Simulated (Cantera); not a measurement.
Feed: 1 mol Fe2O3, a varied amount of CO, 0.36 mol C, equilibrated at 1277 °C and 975 Torr.

These are equilibrium values from Cantera (NASA tables, ideal gas, pure condensed phases), not measurements of a reactor. Candidate condensed phases: C, Fe, Fe(CO)5, FeO, Fe2O3, Fe3O4; 15 gas species. Mutual solubility and eutectic melting of coexisting phases are not modelled. The tables' stoichiometric FeO is somewhat more stable than real wüstite, so its field is too wide. FeO: taken at fixed stoichiometry. Equilibrium is a limit: real reactors are often held back by kinetics, nucleation or transport.

log p: log10 of the partial pressure in bar; n: condensed amount in mol.

| n(CO) (mol) | log p CO | log p CO2 | log p Fe | n FeO(s) | n Fe(γ) |
|---|---|---|---|---|---|
| 1.9 | -0.03 | -0.43 | -6.78 | 2.00 | 0 |
| 4.7 | 0.05 | -0.75 | -6.38 | 1.95 | 0.0461 |
| 7.5 | 0.05 | -0.75 | -6.38 | 1.57 | 0.426 |
| 10 | 0.05 | -0.75 | -6.38 | … | … |
| 13 | 0.05 | -0.75 | -6.38 | … | … |
| 16 | 0.05 | -0.75 | -6.38 | 0.422 | 1.58 |
| 19 | 0.05 | -0.75 | -6.38 | 0.0147 | 1.99 |

Question: Some entries are withheld; supply them.

Answer: 
- 10, n FeO(s): 1.24
- 10, n Fe(γ): 0.765
- 13, n FeO(s): 0.828
- 13, n Fe(γ): 1.17
